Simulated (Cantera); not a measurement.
Feed: 1 mol CsOH, 0.025 mol O₂, equilibrated at 750 °C and 7.50 bar.

These are equilibrium values from Cantera (NASA tables, ideal gas, pure condensed phases), not measurements of a reactor. Candidate condensed phases: Cs, CsOH, H₂O; 15 gas species. Condensed phases not in the tables: the peroxide. Rates play no part.

Base state: O₂ 0.989, CsOH 0.00889, Cs₂(OH)₂ 0.00213 (mole fractions); condensed: CsOH(l).

Q: What changes in the equilibrium state with this change: temperature from 750 °C to 552 °C?

A: 
| species | before | after |
|---|---|---|
| O₂ | 0.989 | 1.000 |
| CsOH | 0.00889 | 0.000235 |
| Cs₂(OH)₂ | 0.00213 | 0.000200 |
| CsOH(l), mol | 1.000 | 1.000 |

Q: What changes in the equilibrium state with this change: CsOH replaced by LiOH?

A: 
```
species        before     after
------------  -------  --------
O₂              0.989     0.973
H₂O           1.63e-7    0.0271
CsOH          0.00889         0
Cs₂(OH)₂      0.00213         0
CsOH(l), mol    1.000         0
LiOH(l), mol        0     0.999
Li₂O(s), mol        0  0.000695
```
Mutual solubility and eutectic melting of coexisting phases are not modelled. Further candidate phases: Li, LiH, LiOH, Li₂O.

Q: What changes in the equilibrium state with this change: pressure from 7.50 bar to 4.50 bar?

A: 
```tsv
species	before	after
O₂	0.989	0.982
CsOH	0.00889	0.0148
Cs₂(OH)₂	0.00213	0.00355
CsOH(l), mol	1.000	0.999
```
